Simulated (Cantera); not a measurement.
What does this Cantera script print?

```python
import numpy as np
import cantera as ct

gas = ct.Solution("gri30.yaml")


def delay(T, t_max=10):
    gas.TPX = T, 100000, {'CH4': 1, 'O2': 1.33, 'N2': 3.87}
    reactor = ct.IdealGasReactor(gas, clone=False)
    net = ct.ReactorNet([reactor])
    net.rtol, net.atol = 1e-8, 1e-16
    while net.time < t_max:
        t_old, T_old = net.time, reactor.T
        net.step()
        if reactor.T > T + 400:  # ignition: a rise of 400 K
            return t_old + (T + 400 - T_old) / (reactor.T - T_old) * (net.time - t_old)
    return np.nan


taus = []
for T in [1075, 1125, 1175, 1225, 1275, 1325, 1375]:
    taus.append(delay(T))
    print(f"T0 = {T:6g} K   tau = {taus[-1]:.4e} s")
```

Output:

```
T0 =   1075 K   tau = 2.9936e-01 s
T0 =   1125 K   tau = 1.3396e-01 s
T0 =   1175 K   tau = 6.2557e-02 s
T0 =   1225 K   tau = 3.0398e-02 s
T0 =   1275 K   tau = 1.5321e-02 s
T0 =   1325 K   tau = 7.9888e-03 s
T0 =   1375 K   tau = 4.3038e-03 s
```

Model: GRI-Mech 3.0 (53 species, 325 reactions), integrated in Cantera.
